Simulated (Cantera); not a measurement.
Feed: 1 mol HMDSO, 1 mol O3, 0.63 mol H2, 2.1 mol O2, equilibrated at 1075 K and 0.180 bar.

Method: chemical equilibrium by Gibbs-energy minimisation in Cantera with the NASA 1993 tables (ideal gas, pure condensed phases). Candidate condensed phases: C, C6H6, C7H8, C8H18, H2O, Si, SiC, SiO2; 123 gas species. The feed counts by its element totals alone. Kinetics and transport are ignored.

Base state: H2 0.691, CO 0.298, H2O 0.00469, CH4 0.00388, CO2 0.00217 (mole fractions); condensed: C(graphite) + SiO2(β-quartz).

Question: What changes in the equilibrium state with this change: temperature from 1075 K to 900 K?

Answer: 
```csv
species,before,after
H2,0.691,0.673
CO,0.298,0.201
H2O,0.00469,0.0592
CO2,0.00217,0.0407
CH4,0.00388,0.0255
"C(graphite), mol",1.84,2.71
"SiO2(β-quartz), mol",2.00,2.00
```

Question: What changes in the equilibrium state with this change: O3 from 1 to 8.1 mol?

Answer: 
```csv
species,before,after
H2O,0.00469,0.548
CO2,0.00217,0.342
O2,<1e-9,0.110
H2,0.691,2.73e-9
CO,0.298,1.58e-9
CH4,0.00388,<1e-9
"C(graphite), mol",1.84,0
"SiO2(β-quartz), mol",2.00,2.00
```
